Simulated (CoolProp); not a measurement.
Properties of n-perfluorobutane along the isobar 1.01 bar (Tc = 386.3 K, pc = 23.22 bar, ω = 0.372).

Model: reference Helmholtz-energy equation of state, Gao 2022, in CoolProp.

```csv
T (K),phase,Z,Joule-Thomson coefficient (K/MPa),isothermal compressibility (1/MPa)
181,liquid,0.008370,-0.3423,0.001264
207.9,liquid,0.007667,-0.3231,0.001624
234.8,liquid,0.007151,-0.2932,0.002154
261.7,liquid,0.006781,-0.2454,0.003004
288.6,gas,0.9615,15.21,10.31
315.5,gas,0.9716,11.87,10.20
342.4,gas,0.9785,9.556,10.12
369.3,gas,0.9834,7.897,10.07
396.2,gas,0.9871,6.664,10.03
423.1,gas,0.9898,5.718,10.00
450,gas,0.9920,4.972,9.982
```
